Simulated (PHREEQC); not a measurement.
0.1 mol of Fluorite (CaF2) is brought to equilibrium with 1 kg of water holding 0.001 mol/kgw NaCl, at 20 °C, the pH being set by adding NaOH or HCl. O2 is buffered at 0.21 atm. No CO2 enters from the air. Only these solids could form: Fluorite, Portlandite.

The numbers come from PHREEQC with the ion-association model, wateq4f.dat.

| pH | dissolved Ca (mol/kgw) | dissolved F (mol/kgw) | Ca+2 (mol/kgw) | HF (mol/kgw) | F- (mol/kgw) | CaOH+ (mol/kgw) |
|---|---|---|---|---|---|---|
| 2 | 0.00126 | 0.00252 | 0.00126 | 0.00229 | 0.000191 | 1.45e-14 |
| 2.92 | 0.000373 | 0.000747 | 0.000373 | 0.000452 | 0.000292 | 4.27e-14 |
| 3.83 | 0.000218 | 0.000436 | 0.000218 | 7.05e-5 | 0.000365 | 2.12e-13 |
| 4.75 | 0.000196 | 0.000392 | ___ | ___ | 0.000382 | ___ |
| 5.67 | 0.000193 | 0.000386 | 0.000193 | 1.08e-6 | 0.000384 | 1.31e-11 |
| 6.58 | 0.000193 | 0.000385 | 0.000192 | 1.33e-7 | 0.000385 | 1.06e-10 |
| 7.5 | 0.000193 | 0.000385 | 0.000192 | ___ | 0.000385 | 8.85e-10 |
| 8.42 | 0.000193 | 0.000385 | 0.000192 | 1.92e-9 | 0.000385 | 7.36e-9 |
| 9.33 | 0.000193 | 0.000385 | 0.000192 | 2.36e-10 | 0.000385 | ___ |
| 10.25 | 0.000193 | 0.000387 | 0.000192 | 2.84e-11 | 0.000386 | ___ |
| 11.17 | 0.000199 | 0.000397 | 0.000194 | 3.47e-12 | 0.000397 | ___ |
| 12.08 | 0.000228 | 0.000456 | 0.000199 | ___ | 0.000454 | 2.91e-5 |
| 13 | 0.000354 | 0.000707 | 0.000192 | 7.11e-14 | 0.000686 | 0.000161 |

Problem. Some entries are withheld; supply them.

Solution. 
- 4.75, Ca+2 (mol/kgw): 0.000195
- 4.75, HF (mol/kgw): 8.91e-6
- 4.75, CaOH+ (mol/kgw): 1.60e-12
- 7.5, HF (mol/kgw): 1.60e-8
- 9.33, CaOH+ (mol/kgw): 5.98e-8
- 10.25, CaOH+ (mol/kgw): 4.96e-7
- 11.17, CaOH+ (mol/kgw): 4.04e-6
- 12.08, HF (mol/kgw): 4.64e-13

Complexes and solids missing from the database can't appear.
